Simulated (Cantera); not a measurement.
Charge: 1 mol B2H6, 0.39 mol O2, 0.13 mol H2, equilibrated at 1400 K.

Equilibrium computed with Cantera from the NASA thermochemical tables; the gas is ideal and each condensed phase is pure. Candidate condensed phases: B, B2O3, B3O3H3, H2O; 23 gas species. The feed counts by its element totals alone. Mutual solubility and eutectic melting of coexisting phases are not modelled. Rates play no part.

Question: Which condensed phases are stable at each of these points (P (Pa)): 10, 46, 220, 1000, 4600, 22000, 100000?

Answer: 
```
P (Pa)  condensed phases  B condensed (%)
------  ----------------  ---------------
10                  B(s)             62.6
46        B(s) + B2O3(l)             80.7
220       B(s) + B2O3(l)             93.9
1000      B(s) + B2O3(l)             97.4
4600      B(s) + B2O3(l)             98.4
22000     B(s) + B2O3(l)             98.1
100000    B(s) + B2O3(l)             96.6
```

At 0.0750 Torr the condensed part is B(s). From 0.345 Torr to 750 Torr the condensed part is B(s) + B2O3(l).
